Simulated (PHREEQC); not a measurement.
Dissolve 20 mmol/kgw HF, 0.046 mmol/kgw NH4HF2 and 31 mmol/kgw H3PO4 at 25 °C. Closed to the air; pH follows from the charge balance.

The numbers come from PHREEQC with the ion-association model, phreeqc.dat.

| quantity | before | after |
|---|---|---|
| pH | 1.92 | 3.39 |
| ionic strength (mol/kgw) | 0.0133 | 0.000419 |
| H3PO4 (mol/kgw) | 0.0190 | 1.72e-5 |
| HF (mol/kgw) | 0.0187 | 7.52e-5 |
| H2PO4- (mol/kgw) | 0.0120 | 0.000293 |
| F- (mol/kgw) | 0.00118 | 0.000126 |

### Question
Name the change that produced these shifts.
A) H3PO4 from 0.031 to 0.062 mol/kgw
B) diluted 2-fold with water
C) diluted 100-fold with water
D) NH4HF2 left out
E) NH4HF2 replaced by Na2SiF6 at the same molality

### Answer
C, diluted 100-fold with water

Precipitation was switched off in this run.
